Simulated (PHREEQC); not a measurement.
Make-up at 25 °C: 0.0043 mol HF, 0.071 mol ZnSO4 and 0.22 mol CuCl2 per kg of water. Closed to the air; pH follows from the charge balance.

Model: ion-association model, wateq4f.dat, run in PHREEQC.

Precipitation was switched off in this run.

**Question.** Order these Cl species by the share of Cl that they hold, largest first: Cl-, ZnCl+, ZnCl2, CuCl+, CuCl2.

**Answer.** Cl- (87 %), CuCl+ (8.1 %), ZnCl+ (2.4 %), CuCl2 (1.1 %), ZnCl2 (0.66 %)

**Question.** Order these Cu species by the share of Cu that they hold, largest first: CuSO4, CuF+, CuCl2, Cu+2, CuCl+.

**Answer.** Cu+2 (69 %), CuCl+ (16 %), CuSO4 (14 %), CuCl2 (1.1 %), CuF+ (0.38 %)

The pH is 2.89 and the ionic strength 0.669 mol/kgw.
